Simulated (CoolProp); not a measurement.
Vapour-liquid equilibrium of dimethyl ether (1) + isobutane (2) at 326.4 K; x and y are mole fractions of (1).

Values from CoolProp's multi-fluid Helmholtz-energy mixture model, Wu 2011 and Bücker 2006; pair parameters Bell 2016.

```
x     bubble pressure (MPa)  y at the bubble point  dew pressure at overall composition x (MPa)  liquid density (mol/L)
----  ---------------------  ---------------------  -------------------------------------------  ----------------------
0.05                 0.7906                  0.097                                       0.7661                   8.954
0.2                  0.9177                  0.316                                       0.8479                   9.388
0.35                  1.019                  0.473                                       0.9394                   9.889
0.5                   1.098                  0.600                                        1.036                   10.47
0.65                  1.160                  0.715                                        1.127                   11.16
0.8                   1.206                  0.828                                        1.196                   11.97
0.95                  1.233                  0.953                                        1.232                   12.93
```

No azeotrope shows between x = 0.05 and 0.95.

The pair parameters rest on a limited set of measurements; away from them the model extrapolates.
